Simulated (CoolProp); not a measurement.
The fluid at 281.75 K and 0.316 MPa is throttled through a valve to 0.0814 MPa with no heat exchange. The same conditions are run with several fluids, on thermodynamics alone (safety and materials aside).

Values from CoolProp's reference Helmholtz-energy equation of state of each fluid (methane: Setzmann 1991; R143a: Lemmon and Jacobsen 2000; carbonyl sulfide: Lemmon 2006; sulfur hexafluoride: Guder 2009; nitrous oxide: Lemmon 2006).

### Question
Rank methane, R143a, carbonyl sulfide, sulfur hexafluoride, nitrous oxide by temperature change (K), highest first.

### Answer
methane (-1.2), sulfur hexafluoride (-2.7), nitrous oxide (-3.0), R143a (-5.6), carbonyl sulfide (-5.7)

```tsv
fluid	final density (kg/m³)
methane	0.561
R143a	3.03
carbonyl sulfide	2.15
sulfur hexafluoride	5.18
nitrous oxide	1.55
```
